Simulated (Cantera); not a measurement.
Equilibrium for oxide etching and cleaning by halides: CaO + Cl2 + N2

A closed system holds: 1 mol CaO, 8.7 mol Cl2, 38 mol N2, at 65.0 mbar.

Method: chemical equilibrium by Gibbs-energy minimisation in Cantera with the NASA 1993 tables (ideal gas, pure condensed phases). Candidate condensed phases: Ca, CaCl2, CaO; 17 gas species. Condensed phases not in the tables: oxide chlorides. Rates play no part.

```json
[
 {"T (K)": "1073", "x N2": "0.822", "x Cl": "0.00172", "x Cl2": "0.166", "x CaCl2": "3.95e-6", "x O2": "0.0108", "n CaCl2(l)": "1.000"},
 {"T (K)": "1123", "x N2": "0.821", "x Cl": "0.00319", "x Cl2": "0.165", "x CaCl2": "1.60e-5", "x O2": "0.0108", "n CaCl2(l)": "0.999"},
 {"T (K)": "1173", "x N2": "0.820", "x Cl": "0.00562", "x Cl2": "0.163", "x CaCl2": "5.68e-5", "x O2": "0.0108", "n CaCl2(l)": "0.997"},
 {"T (K)": "1223", "x N2": "0.818", "x Cl": "0.00942", "x Cl2": "0.161", "x CaCl2": "0.000181", "x O2": "0.0107", "n CaCl2(l)": "0.992"},
 {"T (K)": "1273", "x N2": "0.816", "x Cl": "0.0151", "x Cl2": "0.158", "x CaCl2": "0.000521", "x O2": "0.0107", "n CaCl2(l)": "0.976"},
 {"T (K)": "1323", "x N2": "0.812", "x Cl": "0.0233", "x Cl2": "0.153", "x CaCl2": "0.00138", "x O2": "0.0106", "n CaCl2(l)": "0.936"},
 {"T (K)": "1373", "x N2": "0.806", "x Cl": "0.0345", "x Cl2": "0.146", "x CaCl2": "0.00336", "x O2": "0.0105", "n CaCl2(l)": "0.841"},
 {"T (K)": "1423", "x N2": "0.796", "x Cl": "0.0491", "x Cl2": "0.137", "x CaCl2": "0.00767", "x O2": "0.0104", "n CaCl2(l)": "0.634"},
 {"T (K)": "1473", "x N2": "0.781", "x Cl": "0.0672", "x Cl2": "0.125", "x CaCl2": "0.0164", "x O2": "0.0101", "n CaCl2(l)": "0.200"},
 {"T (K)": "1523", "x N2": "0.769", "x Cl": "0.0890", "x Cl2": "0.111", "x CaCl2": "0.0202", "x O2": "0.00995", "n CaCl2(l)": "0"},
 {"T (K)": "1573", "x N2": "0.759", "x Cl": "0.114", "x Cl2": "0.0968", "x CaCl2": "0.0200", "x O2": "0.00977", "n CaCl2(l)": "0"},
 {"T (K)": "1623", "x N2": "0.748", "x Cl": "0.141", "x Cl2": "0.0813", "x CaCl2": "0.0197", "x O2": "0.00959", "n CaCl2(l)": "0"},
 {"T (K)": "1673", "x N2": "0.737", "x Cl": "0.167", "x Cl2": "0.0658", "x CaCl2": "0.0194", "x O2": "0.00939", "n CaCl2(l)": "0"}
]
```
x: gas mole fraction; n: condensed amount in mol.

From 1073 K to 1473 K the condensed part is CaCl2(l). From 1523 K to 1673 K nothing is condensed. The main Ca-bearing gas is CaCl2 throughout.
